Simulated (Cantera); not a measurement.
Moist CO burnout

An isothermal, constant-pressure homogeneous reactor starts with CO : O₂ : H₂O : N₂ = 0.02 : 0.08 : 0.029 : 1 (molar parts), equivalence ratio 0.12, at 950 K and 750 Torr.

Model: GRI-Mech 3.0 (53 species, 325 reactions), integrated in Cantera.

```csv
t (s),x CO,x O₂,x H₂O,x H,x CO₂,x NO,x OH
4.00e-6,0.0177,0.0709,0.0257,<1e-12,1.60e-12,<1e-12,<1e-12
1.20e-5,0.0177,0.0709,0.0257,<1e-12,4.84e-12,<1e-12,<1e-12
3.62e-5,0.0177,0.0709,0.0257,<1e-12,1.47e-11,<1e-12,<1e-12
0.000109,0.0177,0.0709,0.0257,<1e-12,4.67e-11,<1e-12,1.04e-12
0.000328,0.0177,0.0709,0.0257,1.62e-12,1.66e-10,<1e-12,3.77e-12
0.000988,0.0177,0.0709,0.0257,4.83e-12,7.19e-10,<1e-12,1.10e-11
0.00297,0.0177,0.0709,0.0257,1.21e-11,3.86e-9,<1e-12,2.74e-11
0.00894,0.0177,0.0709,0.0257,3.33e-11,2.55e-8,<1e-12,7.50e-11
0.0269,0.0177,0.0709,0.0257,2.28e-10,3.29e-7,<1e-12,5.14e-10
0.0810,0.0177,0.0708,0.0257,7.50e-9,2.38e-5,<1e-12,1.73e-8
0.244,0.0172,0.0706,0.0257,2.86e-8,0.000491,<1e-12,6.97e-8
0.734,0.0152,0.0697,0.0257,3.12e-8,0.00257,3.17e-12,8.47e-8
2.21,0.0101,0.0673,0.0257,2.27e-8,0.00766,1.92e-11,8.83e-8
6.65,0.00324,0.0641,0.0259,7.08e-9,0.0146,5.62e-11,8.07e-8
20.0,0.000351,0.0627,0.0259,3.90e-10,0.0175,4.03e-11,3.91e-8
```
x: mole fraction; the columns are a selection and need not sum to one.

Equilibrium at this temperature and pressure: CO <1e-12, O₂ 0.0626, H₂O 0.0259, H <1e-12, CO₂ 0.0179, NO 1.03e-5, OH 1.55e-8 (gas phase only).
